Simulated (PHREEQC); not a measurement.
**Acid mine or pickling water: an equilibrium model**

Synthetic water in mmol/kgw, 20 °C, pH 3.84, pe 10.4: Na 120; K 0.00598; Ca 10.8; Mg 4.35; Cl 31.6; S(6) 58; N(5) 1.31; Si 0.4; Mn(2) 0.0362.

Valence states are taken as typed.

All values are PHREEQC results (ion-association model, wateq4f.dat), not measurements.

Precipitation was switched off in this run.

Q: What ionic strength, charge-balance error does the model give?

A: ionic strength 0.180 mol/kgw; charge-balance error 0.7 %.

Q: In which forms is Mn present?

A: Mn+2 57 %, MnSO4 40 %, MnCl+ 2.4 % of the Mn.

Saturation is exceeded, for instance for Quartz (slow to form), Chalcedony (slow to form); the values hold only as long as no solid forms.
